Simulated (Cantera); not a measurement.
An isothermal, constant-pressure homogeneous reactor starts with H₂ : O₂ = 0.32 : 1 (molar parts), equivalence ratio 0.16, at 1250 K and 20.0 Torr.

Computed with Cantera and GRI-Mech 3.0 (53 species, 325 reactions). Radical loss at walls, strong at low pressure, is not modelled. The temperature is held fixed by assumption; the heat of reaction is taken as removed at once.

x: mole fraction; the columns are a selection and need not sum to one.

```
t (s)         x H₂   x O₂       x H       x O  x H₂O      x OH   x H₂O₂
--------  --------  -----  --------  --------  -----  --------  -------
0.000600    0.0195  0.631    0.0864    0.0740  0.174    0.0148  7.77e-7
0.00163     0.0107  0.652    0.0537    0.0609  0.210    0.0120  7.57e-7
0.00445    0.00488  0.696    0.0141    0.0248  0.252   0.00826        …
0.0121    0.000815  0.719  0.000888   0.00398  0.272   0.00336        …
0.0330     9.60e-5  0.723   3.61e-5  0.000471  0.275   0.00116        …
0.0899     1.53e-5  0.724   2.38e-6   7.69e-5  0.276  0.000470        …
0.245      3.37e-6  0.724   2.54e-7   1.73e-5  0.276  0.000223        …
0.667      9.15e-7  0.724   3.69e-8   4.78e-6  0.276  0.000117        …
1.82       2.87e-7  0.724   6.58e-9   1.52e-6  0.276   6.60e-5        …
4.95       1.11e-7  0.724   1.59e-9   5.86e-7  0.276   4.10e-5        …
13.5       7.12e-8  0.724  8.22e-10   3.75e-7  0.276   3.28e-5  1.45e-9
36.7       6.89e-8  0.724  7.83e-10   3.63e-7  0.276   3.23e-5  1.41e-9
100        6.89e-8  0.724  7.82e-10   3.63e-7  0.276   3.23e-5  1.41e-9
```

Some entries are withheld; supply them.


- 0.00445, x H₂O₂: 9.21e-7
- 0.0121, x H₂O₂: 6.32e-7
- 0.0330, x H₂O₂: 2.44e-7
- 0.0899, x H₂O₂: 8.63e-8
- 0.245, x H₂O₂: 3.15e-8
- 0.667, x H₂O₂: 1.18e-8
- 1.82, x H₂O₂: 4.54e-9
- 4.95, x H₂O₂: 2.05e-9
